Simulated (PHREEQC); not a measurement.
Dissolve 0.00023 mol PbCl2 and 0.028 mol NaNO3 per kg of water at 56 °C. Closed to the air; pH follows from the charge balance.

Equilibrium calculation in PHREEQC: ion-association model, phreeqc.dat.

Precipitation was switched off in this run.

Q: Order these Pb species by the share of Pb that they hold, largest first: PbCl+, PbOH+, PbNO3+, Pb+2.

A: Pb+2 (81 %), PbNO3+ (17 %), PbCl+ (1.5 %), PbOH+ (0.67 %)

The pH is 5.85 and the ionic strength 0.0286 mol/kgw. The solution is supersaturated, for example in Pb(OH)2, so a real one may precipitate; this is no full list. Away from 25 °C the constants follow the database's enthalpies or fits; those with neither stay at their 25 °C values.
